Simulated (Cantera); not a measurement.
# Low-pressure radical oxidation in H2/O2

An isothermal, constant-pressure homogeneous reactor starts with H2 : O2 = 0.011 : 1 (molar parts), at 1400 K and 1.43 Torr.

Cantera simulation using GRI-Mech 3.0 (53 species, 325 reactions); the numbers are that mechanism's predictions, not measurements. Radical loss at walls, strong at low pressure, is not modelled.

```csv
t (s),x H2,x O2,x H2O,x OH,x O,x H,x HO2
2.00e-6,0.0109,0.989,<1e-12,<1e-12,<1e-12,7.12e-11,7.17e-11
5.64e-6,0.0109,0.989,<1e-12,4.11e-12,4.11e-12,1.98e-10,2.02e-10
1.59e-5,0.0109,0.989,<1e-12,3.16e-11,3.16e-11,5.38e-10,5.70e-10
4.48e-5,0.0109,0.989,2.27e-12,2.34e-10,2.35e-10,1.37e-9,1.61e-9
0.000126,0.0109,0.989,4.41e-11,1.55e-9,1.56e-9,3.01e-9,4.53e-9
0.000356,0.0109,0.989,7.14e-10,8.18e-9,8.37e-9,5.11e-9,1.28e-8
0.00100,0.0109,0.989,9.14e-9,3.45e-8,3.68e-8,8.35e-9,3.60e-8
0.00283,0.0109,0.989,1.16e-7,1.70e-7,1.94e-7,2.40e-8,1.01e-7
0.00797,0.0109,0.989,3.20e-6,2.67e-6,3.17e-6,3.14e-7,2.83e-7
0.0225,0.00745,0.986,0.00252,0.00161,0.00229,0.000224,1.13e-7
0.0634,4.69e-5,0.979,0.00994,0.00144,0.00957,0.000340,6.45e-8
0.179,4.62e-5,0.979,0.00995,0.00144,0.00952,0.000336,6.42e-8
0.503,4.55e-5,0.979,0.00996,0.00143,0.00936,0.000328,6.37e-8
1.42,4.36e-5,0.979,0.00999,0.00140,0.00894,0.000306,6.24e-8
4.00,3.87e-5,0.980,0.0101,0.00132,0.00788,0.000254,5.87e-8
```
x: mole fraction; the columns are a selection and need not sum to one.

Equilibrium at this temperature and pressure: H2 1.14e-7, O2 0.989, H2O 0.0109, OH 7.19e-5, O 2.17e-5, H 3.80e-8, HO2 1.99e-8 (gas phase only).
